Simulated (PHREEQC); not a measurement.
Consider water at 25 °C with 150 mmol/kgw CsOH, 13 mmol/kgw H3BO3 and 15 mmol/kgw Na2CO3. Closed to the air; pH follows from the charge balance.

Computed with PHREEQC (ion-association model, wateq4f.dat).

Each row changes one thing in this solution. Precipitation was switched off in this run.

```tsv
case	pH	ionic strength (mol/kgw)	Na+ (mol/kgw)	CO3-2 (mol/kgw)	NaCO3- (mol/kgw)	HCO3- (mol/kgw)	SI of Natron (Na2CO3:10H2O)	SI of Nahcolite (NaHCO3)
as made	12.99	0.191	0.0279	0.0129	0.00210	1.18e-5	-4.47	-6.19
Na2CO3 from 0.015 to 0.0075 mol/kgw	13.00	0.171	0.0144	0.00689	0.000599	6.40e-6	-5.29	-6.73
temperature from 25 to 55 °C	12.14	0.184	0.0247	0.00970	0.00526	4.13e-5	-5.79	-5.96
CsOH left out	9.70	0.0326	0.0288	0.00379	0.00106	0.0100	-4.62	-3.13
temperature from 25 to 90 °C	11.41	0.177	0.0209	0.00576	0.00912	0.000118	-7.22	-5.83
temperature from 25 to 45 °C	12.39	0.187	0.0259	0.0109	0.00410	2.84e-5	-5.35	-6.02
```

Complexes and solids missing from the database can't appear. Constants without temperature data keep their 25 °C values here.
